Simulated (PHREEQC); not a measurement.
Consider water at 20 °C with 0.25 mol HF, 0.00014 mol NH4HF2 and 0.0002 mol H2SiF6 per kg of water. Closed to the air; pH follows from the charge balance.

All values are PHREEQC results (ion-association model, phreeqc.dat), not measurements.

### Question
The ionic strength comes out as 0.0200 mol/kgw. What activity coefficients do HF2-, F-, SiF6-2, H+, NH4+ get?

### Answer
HF2- 0.87, F- 0.87, SiF6-2 0.59, H+ 0.89, NH4+ 0.86.

Precipitation was switched off in this run. Species that the database lacks are ignored. SiF6-2 is the database's only silicon fluoride.
